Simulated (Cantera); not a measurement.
Feed: 1 mol SiCl4, 5.9 mol O3, 4.1 mol N2, held at 1.33 mbar.

Cantera equilibrium calculation (NASA polynomials, part measured and part estimated; ideal gas, pure solids and liquids). Candidate condensed phases: Si, SiO2, Si2N2O, Si3N4; 23 gas species. The tables hold silica as quartz up to 1696 K and as liquid above; real silica turns to tridymite and cristobalite and melts near 1996 K. The numbers say what is thermodynamically allowed, not how fast it happens. All values below are at 902 °C.

Base state: O2 0.553, N2 0.289, Cl2 0.123, Cl 0.0348, NO 0.000158, ClO 3.91e-5 (mole fractions); condensed: SiO2(β-quartz).

Problem. What changes in the equilibrium state with this change: O3 from 5.9 to 0.67 mol?

Solution. 
| species | before | after |
|---|---|---|
| N2 | 0.289 | 0.654 |
| Cl2 | 0.123 | 0.292 |
| Cl | 0.0348 | 0.0536 |
| O2 | 0.553 | 0.000792 |
| NO | 0.000158 | 9.00e-6 |
| ClO | 3.91e-5 | 2.28e-6 |
| SiO2(β-quartz), mol | 1.00 | 1.000 |

Problem. What changes in the equilibrium state with this change: pressure from 1.33 mbar to 34.0 Pa?

Solution. 
```json
[
 {"species": "O2", "before": "0.553", "after": "0.545"},
 {"species": "N2", "before": "0.289", "after": "0.284"},
 {"species": "Cl2", "before": "0.123", "after": "0.107"},
 {"species": "Cl", "before": "0.0348", "after": "0.0641"},
 {"species": "ClO", "before": "3.91e-5", "after": "3.61e-5"},
 {"species": "NO", "before": "0.000158", "after": "0.000156"},
 {"species": "SiO2(β-quartz), mol", "before": "1.00", "after": "1.00"}
]
```
